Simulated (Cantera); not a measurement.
An adiabatic, constant-pressure homogeneous reactor starts with CH4 : H2 : O2 : N2 = 1 : 0.06 : 5.97 : 22.4 (molar parts), equivalence ratio 0.34, at 1323 K and 9.87 atm. Integrator tolerance rtol = 1e-08.

Model: GRI-Mech 3.0 (53 species, 325 reactions), integrated in Cantera.

Problem. What does this change do: constant volume in place of constant pressure?

Solution. 
```json
[
 {"quantity": "time of steepest temperature rise", "before": "0.515 ms", "after": "0.489 ms"},
 {"quantity": "temperature at 3.00 s", "before": "2048 K", "after": "2229 K"},
 {"quantity": "equilibrium temperature", "before": "2048 K", "after": "2229 K"},
 {"quantity": "x(CH4) at 3.00 s", "before": "<1e-12 (gas-phase equilibrium <1e-12)", "after": "<1e-12 (gas-phase equilibrium <1e-12)"},
 {"quantity": "x(H2) at 3.00 s", "before": "2.51e-5 (gas-phase equilibrium 2.51e-5)", "after": "6.42e-5 (gas-phase equilibrium 6.42e-5)"},
 {"quantity": "x(O2) at 3.00 s", "before": "0.130 (gas-phase equilibrium 0.130)", "after": "0.128 (gas-phase equilibrium 0.128)"},
 {"quantity": "x(C2H4) at 3.00 s", "before": "<1e-12 (gas-phase equilibrium <1e-12)", "after": "<1e-12 (gas-phase equilibrium <1e-12)"},
 {"quantity": "x(NO) at 3.00 s", "before": "0.00675 (gas-phase equilibrium 0.00675)", "after": "0.0103 (gas-phase equilibrium 0.0103)"},
 {"quantity": "x(N2O) at 3.00 s", "before": "1.17e-6 (gas-phase equilibrium 1.17e-6)", "after": "2.31e-6 (gas-phase equilibrium 2.31e-6)"},
 {"quantity": "x(O) at 3.00 s", "before": "0.000110 (gas-phase equilibrium 0.000110)", "after": "0.000284 (gas-phase equilibrium 0.000284)"}
]
```

Problem. What does this change do: initial temperature 1323 to 1750 K?

Solution. 
| quantity | before | after |
|---|---|---|
| time of steepest temperature rise | 0.515 ms | 17.8 µs |
| temperature at 3.00 s | 2048 K | 2413 K |
| equilibrium temperature | 2048 K | 2413 K |
| x(CH4) at 3.00 s | <1e-12 (gas-phase equilibrium <1e-12) | <1e-12 (gas-phase equilibrium <1e-12) |
| x(H2) at 3.00 s | 2.51e-5 (gas-phase equilibrium 2.51e-5) | 0.000233 (gas-phase equilibrium 0.000233) |
| x(O2) at 3.00 s | 0.130 (gas-phase equilibrium 0.130) | 0.125 (gas-phase equilibrium 0.125) |
| x(C2H4) at 3.00 s | <1e-12 (gas-phase equilibrium <1e-12) | <1e-12 (gas-phase equilibrium <1e-12) |
| x(NO) at 3.00 s | 0.00675 (gas-phase equilibrium 0.00675) | 0.0148 (gas-phase equilibrium 0.0148) |
| x(N2O) at 3.00 s | 1.17e-6 (gas-phase equilibrium 1.17e-6) | 2.55e-6 (gas-phase equilibrium 2.55e-6) |
| x(O) at 3.00 s | 0.000110 (gas-phase equilibrium 0.000110) | 0.00104 (gas-phase equilibrium 0.00104) |
